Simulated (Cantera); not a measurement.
Mixture: CH4 : O2 : N2 = 1 : 3.23 : 17.4 (molar parts), equivalence ratio 0.62, at 10.0 bar, adiabatic and at constant volume. Ignition delay is the time to a rise of 400 K.

Computed with Cantera and GRI-Mech 3.0 (53 species, 325 reactions).

Q: Predict: delay at 1200 K; delay at 1400 K; delay at 1600 K; delay at 1800 K; delay at 2000 K; apparent activation energy between 1800 and 2000 K.

A: 
```json
{
  "delay at 1200 K": "5.10 ms",
  "delay at 1400 K": "0.543 ms",
  "delay at 1600 K": "83.4 µs",
  "delay at 1800 K": "18.2 µs",
  "delay at 2000 K": "5.63 µs",
  "apparent activation energy between 1800 and 2000 K": "180 kJ/mol"
}
```
